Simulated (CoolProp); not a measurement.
Properties of R113 along the isotherm 226.85 °C (Tc = 214.1 °C, pc = 3.392 MPa, ω = 0.253).

The numbers come from the reference Helmholtz-energy equation of state, Marx 1992 in CoolProp.

```json
[
 {"p (MPa)": "0.107", "phase": "gas", "density (kg/m³)": "4.870", "cv (kJ/(kg K))": "0.7620", "isothermal compressibility (1/MPa)": "9.439", "expansivity (1/kK)": "2.066"},
 {"p (MPa)": "0.191", "phase": "gas", "density (kg/m³)": "8.763", "cv (kJ/(kg K))": "0.7627", "isothermal compressibility (1/MPa)": "5.330", "expansivity (1/kK)": "2.121"},
 {"p (MPa)": "0.339", "phase": "gas", "density (kg/m³)": "15.78", "cv (kJ/(kg K))": "0.7640", "isothermal compressibility (1/MPa)": "3.048", "expansivity (1/kK)": "2.224"},
 {"p (MPa)": "0.603", "phase": "gas", "density (kg/m³)": "28.82", "cv (kJ/(kg K))": "0.7666", "isothermal compressibility (1/MPa)": "1.763", "expansivity (1/kK)": "2.428"},
 {"p (MPa)": "1.07", "phase": "gas", "density (kg/m³)": "53.86", "cv (kJ/(kg K))": "0.7718", "isothermal compressibility (1/MPa)": "1.053", "expansivity (1/kK)": "2.880"},
 {"p (MPa)": "1.91", "phase": "gas", "density (kg/m³)": "107.7", "cv (kJ/(kg K))": "0.7844", "isothermal compressibility (1/MPa)": "0.6803", "expansivity (1/kK)": "4.191"},
 {"p (MPa)": "3.39", "phase": "gas", "density (kg/m³)": "275.1", "cv (kJ/(kg K))": "0.8335", "isothermal compressibility (1/MPa)": "0.7268", "expansivity (1/kK)": "15.03"},
 {"p (MPa)": "6.03", "phase": "supercritical", "density (kg/m³)": "922.0", "cv (kJ/(kg K))": "0.8279", "isothermal compressibility (1/MPa)": "0.05865", "expansivity (1/kK)": "7.472"},
 {"p (MPa)": "10.7", "phase": "supercritical", "density (kg/m³)": "1060", "cv (kJ/(kg K))": "0.8075", "isothermal compressibility (1/MPa)": "0.01736", "expansivity (1/kK)": "3.398"},
 {"p (MPa)": "19.1", "phase": "supercritical", "density (kg/m³)": "1166", "cv (kJ/(kg K))": "0.8000", "isothermal compressibility (1/MPa)": "0.007920", "expansivity (1/kK)": "2.120"},
 {"p (MPa)": "33.9", "phase": "supercritical", "density (kg/m³)": "1267", "cv (kJ/(kg K))": "0.7979", "isothermal compressibility (1/MPa)": "0.004150", "expansivity (1/kK)": "1.462"}
]
```
